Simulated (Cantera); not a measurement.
An isothermal plug-flow reactor at 1100 K and 7.90 bar (inlet), inlet velocity 1.8 m/s, active area per volume 460 1/m; feed 0.639 % CH₄, 19.3 % O₂, 80.1 % N₂.

Model: Deutschmann's 1995 Pt surface mechanism with GRI-Mech 3.0 gas chemistry, integrated in Cantera. Catalytic surfaces can have several steady states; this one follows from the mechanism file's or the stated starting coverage. Mass transfer to the wall is taken as infinitely fast.

Question: Predict: x(CH₄) at z = 0.091 m; x(O₂) at z = 0.091 m; x(H₂O) at z = 0.091 m; x(CO₂) at z = 0.091 m; x(CO) at z = 0.091 m; θ(free Pt) at the exit; θ(O*) at the exit; θ(OH*) at the exit.

Answer: 
```
Item                      Result
----------------------  --------
x(CH₄) at z = 0.091 m   0.000305
x(O₂) at z = 0.091 m       0.181
x(H₂O) at z = 0.091 m     0.0120
x(CO₂) at z = 0.091 m    0.00596
x(CO) at z = 0.091 m     2.91e-6
θ(free Pt) at the exit     0.159
θ(O*) at the exit          0.838
θ(OH*) at the exit       0.00368
```
